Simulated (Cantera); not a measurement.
Equilibrium for iron carbonyl, mercury and lead vapours: Fe(CO)5 + CO + N2

Charge: 1 mol Fe(CO)5, 0.17 mol CO, 8.7 mol N2, equilibrated at 0.255 Torr.

Equilibrium computed with Cantera from the NASA thermochemical tables; the gas is ideal and each condensed phase is pure. Candidate condensed phases: C, Fe, Fe(CO)5, FeO, Fe2O3, Fe3O4; 27 gas species. Condensed phases not in the tables: cementite and carbon dissolved in iron. Rates play no part.

From 898 K to 948 K the condensed part is C(graphite) + Fe(α). From 998 K to 1148 K the condensed part is Fe(α). From 1198 K to 1398 K the condensed part is Fe(γ).

| T (K) | x N2 | x CO | x CO2 | x Fe | n C(graphite) | n Fe(α) | n Fe(γ) |
|---|---|---|---|---|---|---|---|
| 898 | 0.627 | 0.372 | 0.000277 | <1e-12 | 0.00384 | 1.00 | 0 |
| 948 | 0.627 | 0.373 | 8.27e-5 | 2.95e-12 | 0.00115 | 1.00 | 0 |
| 998 | 0.627 | 0.373 | 2.79e-5 | 3.97e-11 | 0 | 1.00 | 0 |
| 1048 | 0.627 | 0.373 | 1.05e-5 | 4.12e-10 | 0 | 1.00 | 0 |
| 1098 | 0.627 | 0.373 | 4.31e-6 | 3.42e-9 | 0 | 1.00 | 0 |
| 1148 | 0.627 | 0.373 | 1.92e-6 | 2.35e-8 | 0 | 1.00 | 0 |
| 1198 | 0.627 | 0.373 | 9.18e-7 | 1.36e-7 | 0 | 0 | 1.000 |
| 1248 | 0.627 | 0.373 | 4.67e-7 | 6.85e-7 | 0 | 0 | 1.000 |
| 1298 | 0.627 | 0.373 | 2.50e-7 | 3.03e-6 | 0 | 0 | 1.000 |
| 1348 | 0.627 | 0.373 | 1.41e-7 | 1.20e-5 | 0 | 0 | 1.000 |
| 1398 | 0.627 | 0.373 | 8.27e-8 | 4.29e-5 | 0 | 0 | 0.999 |
x: gas mole fraction; n: condensed amount in mol.
